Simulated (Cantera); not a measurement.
Si + CO₂ + N₂ (thermal oxidation and active oxidation of silicon)

Input: 1 mol Si, a varied amount of CO₂, 1.1 mol N₂, held at 1500 °C and 615 Torr.

Method: chemical equilibrium by Gibbs-energy minimisation in Cantera with the NASA 1993 tables (ideal gas, pure condensed phases). Candidate condensed phases: C, Si, SiC, SiO₂, Si₂N₂O, Si₃N₄; 34 gas species. Mutual solubility and eutectic melting of coexisting phases are not modelled. The tables hold silica as quartz up to 1696 K and as liquid above; real silica turns to tridymite and cristobalite and melts near 1996 K. The numbers say what is thermodynamically allowed, not how fast it happens.

| n(CO₂) (mol) | log p N₂ | log p CO | log p SiO | log p CO₂ | log p C₂N₂ | log p Si | n SiC(s) | n Si₂N₂O(s) | n Si₃N₄(s) | n C(graphite) | n SiO₂(condensed) |
|---|---|---|---|---|---|---|---|---|---|---|---|
| 0.015 | -0.09 | -2.57 | -4.39 | -8.96 | -7.34 | -7.11 | 0.0135 | 0.0285 | 0.310 | 0 | 0 |
| 0.021 | -0.09 | -2.57 | -4.39 | -8.96 | -7.34 | -7.11 | 0.0195 | 0.0404 | 0.300 | 0 | 0 |
| 0.031 | -0.09 | -2.57 | -4.39 | -8.96 | -7.34 | -7.11 | 0.0294 | 0.0604 | 0.283 | 0 | 0 |
| 0.045 | -0.09 | -2.57 | -4.39 | -8.96 | -7.34 | -7.11 | 0.0434 | 0.0883 | 0.260 | 0 | 0 |
| 0.065 | -0.09 | -2.57 | -4.39 | -8.96 | -7.34 | -7.11 | 0.0633 | 0.128 | 0.227 | 0 | 0 |
| 0.095 | -0.09 | -2.57 | -4.39 | -8.96 | -7.34 | -7.11 | 0.0931 | 0.188 | 0.177 | 0 | 0 |
| 0.14 | -0.09 | -2.57 | -4.39 | -8.96 | -7.34 | -7.11 | 0.138 | 0.278 | 0.102 | 0 | 0 |
| 0.2 | -0.09 | -2.57 | -4.39 | -8.96 | -7.34 | -7.11 | 0.198 | 0.398 | 0.00233 | 0 | 0 |
| 0.29 | -0.14 | -1.02 | -3.71 | -6.09 | -6.92 | -7.74 | 0 | 0.500 | 0 | 0.210 | 0 |
| 0.42 | -0.28 | -0.53 | -3.39 | -5.11 | -7.06 | -7.92 | 0 | 0.500 | 0 | 0.0802 | 0 |
| 0.61 | -0.38 | -0.40 | -2.85 | -4.00 | -8.86 | -8.36 | 0 | 0.463 | 0 | 0 | 0.0725 |
| 0.89 | -0.43 | -0.35 | -2.84 | -3.97 | -8.78 | -8.32 | 0 | 0.369 | 0 | 0 | 0.259 |
| 1.3 | -0.48 | -0.31 | -2.82 | -3.95 | -8.72 | -8.29 | 0 | 0.232 | 0 | 0 | 0.532 |
log p: log10 of the partial pressure in bar; n: condensed amount in mol.

From 0.015 mol CO₂ to 0.2 mol CO₂ the condensed part is SiC(s) + Si₂N₂O(s) + Si₃N₄(s). From 0.29 mol CO₂ to 0.42 mol CO₂ the condensed part is C(graphite) + Si₂N₂O(s). From 0.61 mol CO₂ to 1.3 mol CO₂ the condensed part is SiO₂(condensed) + Si₂N₂O(s). The main Si-bearing gas is SiO throughout.
